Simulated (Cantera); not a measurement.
A freely propagating, adiabatic, planar premixed flame of CH₃OH : O₂ : N₂ : H₂O = 1 : 1.25 : 4.7 : 1.3 (molar parts), equivalence ratio 1.2, unburnt at 625 K and 101000 Pa; unity-Lewis-number transport, grid criteria slope 0.08 and curve 0.16, no radiation.

Detailed kinetics in Cantera: GRI-Mech 3.0 (53 species, 325 reactions). GRI-Mech 3.0 was tuned for natural gas; its chemistry of methanol as a main component is partial and can be far from experiment. Unity Lewis numbers drop preferential diffusion, which matters most where H2 and H carry the flame. Burning velocities carry a grid error of a few per cent, more on coarse grids.

### Question
Predict: laminar burning velocity; thermal thickness; peak x(CH₂O); peak x(CH₂); peak x(O).

### Answer
- laminar burning velocity: 82.0 cm/s
- thermal thickness: 0.402 mm
- peak x(CH₂O): 0.00629
- peak x(CH₂): 1.00e-5
- peak x(O): 0.00256
